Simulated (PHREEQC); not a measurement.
Solution A (0.0012 mol HCl and 0.00041 mol FeSO4 per kg of water) is mixed with solution B (0.12 mol NiCl2 and 5.1e-05 mol H3BO3 per kg of water) at 25 °C; shares are by mass of water, 1 kg in all. No oxygen is let in. The system is closed to CO2. Solids allowed: Ni(OH)2, Ni4(OH)6SO4, Melanterite, Morenosite. Others were left out.

Model: ion-association model, wateq4f.dat, run in PHREEQC.

```
share of solution B    pH  SO4-2 (mol/kgw)  Ni+2 (mol/kgw)
-------------------  ----  ---------------  --------------
0                    2.96         0.000361               0
0.1                  3.03         0.000228          0.0115
0.2                  3.10         0.000183          0.0226
0.3                  3.16         0.000151          0.0334
0.4                  3.23         0.000124          0.0439
0.5                  3.32         0.000100          0.0541
0.6                  3.42          7.81e-5          0.0639
0.7                  3.55                …          0.0735
0.8                  3.72          3.73e-5          0.0827
0.9                  4.03                …               …
1                    5.68                0           0.100
```

Problem. What belongs in the gaps?

Solution. 
- 0.7, SO4-2 (mol/kgw): 5.72e-5
- 0.9, SO4-2 (mol/kgw): 1.83e-5
- 0.9, Ni+2 (mol/kgw): 0.0917

Complexes and solids missing from the database can't appear.
